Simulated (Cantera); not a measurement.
Cantera run, input and output.

```python
import numpy as np
import cantera as ct

gas = ct.Solution("gri30.yaml")
gas.TPX = 1775, 13332, {'NO': 1, 'N2': 0.11}
reactor = ct.IdealGasConstPressureReactor(gas, energy="off", clone=False)
net = ct.ReactorNet([reactor])
net.rtol, net.atol = 1e-08, 1e-18
show = ['NO', 'NO2', 'N2O', 'O', 'N2', 'O2']
times = np.geomspace(4e-05, 50, 11)

steps = ct.SolutionArray(gas, extra=["t"])
rows = []
print(f"{'t/s':>10s}{'T/K':>9s}{'P/Pa':>11s}" + "".join(f"{s:>11s}" for s in show))
for t in times:
    while net.time < t:
        t_next = net.step()
        steps.append(gas.state, t=t_next)
    rows.append([np.interp(t, steps.t, y) for y in (steps.T, steps.P, *steps(*show).X.T)])
    print(f"{t:10.3e}{rows[-1][0]:9.1f}{rows[-1][1]:11.4g}" + "".join(f"{x:11.3e}" for x in rows[-1][2:]))
rate = np.gradient(steps.T, steps.t)
print("integrator steps:", len(steps.t))
if steps.T.max() > steps.T[0] + 200:
    print(f"time of steepest temperature rise: {steps.t[rate.argmax()]:.4e} s")
gas.TPX = 1775, 13332, {'NO': 1, 'N2': 0.11}
gas.equilibrate("TP")
print(f"equilibrium (TP): T = {gas.T:.1f} K  " + "  ".join(f"{s} {gas[s].X[0]:.3e}" for s in show))
```

It prints:

```
       t/s      T/K       P/Pa         NO        NO2        N2O          O         N2         O2
 4.000e-05   1775.0  1.333e+04  9.009e-01  3.165e-08  7.971e-07  7.673e-07  9.910e-02  8.335e-10
 1.628e-04   1775.0  1.333e+04  9.009e-01  4.797e-07  3.233e-06  2.784e-06  9.910e-02  1.301e-08
 6.629e-04   1775.0  1.333e+04  9.009e-01  5.737e-06  1.296e-05  7.681e-06  9.910e-02  1.963e-07
 2.699e-03   1775.0  1.333e+04  9.008e-01  3.916e-05  4.958e-05  1.447e-05  9.911e-02  3.627e-06
 1.099e-02   1775.0  1.333e+04  9.004e-01  1.239e-04  1.582e-04  2.546e-05  9.918e-02  7.530e-05
 4.472e-02   1775.0  1.333e+04  8.990e-01  1.629e-04  2.942e-04  3.182e-05  9.977e-02  7.004e-04
 1.821e-01   1775.0  1.333e+04  8.932e-01  1.878e-04  3.062e-04  3.557e-05  1.027e-01  3.586e-03
 7.411e-01   1775.0  1.333e+04  8.699e-01  2.586e-04  2.859e-04  4.609e-05  1.143e-01  1.519e-02
 3.017e+00   1775.0  1.333e+04  7.827e-01  4.028e-04  2.228e-04  7.216e-05  1.579e-01  5.869e-02
 1.228e+01   1775.0  1.333e+04  5.324e-01  4.767e-04  9.689e-05  1.172e-04  2.832e-01  1.838e-01
 5.000e+01   1775.0  1.333e+04  1.752e-01  2.214e-04  9.977e-06  1.599e-04  4.619e-01  3.626e-01
integrator steps: 902
equilibrium (TP): T = 1775.0 K  NO 4.661e-03  NO2 6.563e-06  N2O 8.181e-08  O 1.765e-04  N2 5.472e-01  O2 4.480e-01
```

Detailed kinetics in Cantera: GRI-Mech 3.0 (53 species, 325 reactions).
